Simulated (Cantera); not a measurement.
Input: 1 mol Al, 0.74 mol HCl, at 627 °C and 0.133 bar.

These are equilibrium values from Cantera (NASA tables, ideal gas, pure condensed phases), not measurements of a reactor. Candidate condensed phases: Al, AlCl₃; 12 gas species. The tables' values for AlCl₂ are old estimates; treat these amounts as uncertain. Rates play no part.

Base state: H₂ 0.604, AlCl₃ 0.383, Al₂Cl₆ 0.00914, AlCl 0.00253, AlCl₂ 0.00164, HCl 1.85e-5 (mole fractions); condensed: Al(s).

Question: What changes in the equilibrium state with this change: Al replaced by Fe?

Answer: 
```csv
species,before,after
H₂,0.604,0.653
HCl,1.85e-5,0.328
FeCl₂,0,0.0165
AlCl₃,0.383,0
Al₂Cl₆,0.00914,0
Fe₂Cl₄,0,0.00282
AlCl,0.00253,0
AlCl₂,0.00164,0
"Al(s), mol",0.752,0
"Fe(α), mol",0,0.704
"FeCl₂(s), mol",0,0.286
```
Further candidate phases: Fe, FeCl₂, FeCl₃.

Question: What changes in the equilibrium state with this change: temperature from 627 °C to 652 °C?

Answer: 
| species | before | after |
|---|---|---|
| H₂ | 0.604 | 0.601 |
| AlCl₃ | 0.383 | 0.386 |
| Al₂Cl₆ | 0.00914 | 0.00610 |
| AlCl | 0.00253 | 0.00418 |
| AlCl₂ | 0.00164 | 0.00241 |
| HCl | 1.85e-5 | 2.66e-5 |
| Al(s), mol | 0.752 | 0.751 |

Question: What changes in the equilibrium state with this change: temperature from 627 °C to 775 °C?

Answer: 
```json
[
 {"species": "H₂", "before": "0.604", "after": "0.586"},
 {"species": "AlCl₃", "before": "0.383", "after": "0.371"},
 {"species": "AlCl", "before": "0.00253", "after": "0.0304"},
 {"species": "AlCl₂", "before": "0.00164", "after": "0.0111"},
 {"species": "Al₂Cl₆", "before": "0.00914", "after": "0.000970"},
 {"species": "HCl", "before": "1.85e-5", "after": "0.000129"},
 {"species": "Al(s), mol", "before": "0.752", "after": "0"},
 {"species": "Al(l), mol", "before": "0", "after": "0.738"}
]
```
